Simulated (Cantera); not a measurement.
## Equilibrium for hydrogen reduction and annealing atmospheres: PbO + H2 + N2

A closed system holds: 1 mol PbO, 23 mol H2, 1.2 mol N2, equilibrated at 10.0 mbar.

Cantera equilibrium calculation (NASA polynomials, part measured and part estimated; ideal gas, pure solids and liquids). Candidate condensed phases: H2O, Pb, PbO, PbO2, Pb3O4; 27 gas species. Rates play no part.

```json
[
 {"T (K)": "625", "log p H2": "-2.04", "log p N2": "-3.30", "log p H2O": "-3.38", "log p Pb": "-10.63", "log p H": "<-14", "log p OH": "<-14", "log p NH3": "-6.28", "n Pb(l)": "1.00"},
 {"T (K)": "825", "log p H2": "-2.04", "log p N2": "-3.30", "log p H2O": "-3.38", "log p Pb": "-6.84", "log p H": "-12.12", "log p OH": "<-14", "log p NH3": "-7.35", "n Pb(l)": "1.000"},
 {"T (K)": "1025", "log p H2": "-2.04", "log p N2": "-3.31", "log p H2O": "-3.39", "log p Pb": "-4.56", "log p H": "-9.38", "log p OH": "-13.30", "log p NH3": "-8.02", "n Pb(l)": "0.932"},
 {"T (K)": "1225", "log p H2": "-2.06", "log p N2": "-3.32", "log p H2O": "-3.40", "log p Pb": "-3.40", "log p H": "-7.54", "log p OH": "-10.92", "log p NH3": "-8.52", "n Pb(l)": "0"},
 {"T (K)": "1425", "log p H2": "-2.06", "log p N2": "-3.32", "log p H2O": "-3.40", "log p Pb": "-3.40", "log p H": "-6.20", "log p OH": "-9.20", "log p NH3": "-8.85", "n Pb(l)": "0"},
 {"T (K)": "1625", "log p H2": "-2.06", "log p N2": "-3.32", "log p H2O": "-3.40", "log p Pb": "-3.40", "log p H": "-5.18", "log p OH": "-7.90", "log p NH3": "-9.11", "n Pb(l)": "0"},
 {"T (K)": "1825", "log p H2": "-2.06", "log p N2": "-3.32", "log p H2O": "-3.40", "log p Pb": "-3.40", "log p H": "-4.39", "log p OH": "-6.88", "log p NH3": "-9.31", "n Pb(l)": "0"},
 {"T (K)": "2025", "log p H2": "-2.07", "log p N2": "-3.33", "log p H2O": "-3.41", "log p Pb": "-3.41", "log p H": "-3.75", "log p OH": "-6.07", "log p NH3": "-9.48", "n Pb(l)": "0"}
]
```
log p: log10 of the partial pressure in bar; n: condensed amount in mol.

From 625 K to 1025 K the condensed part is Pb(l). From 1225 K to 2025 K nothing is condensed.
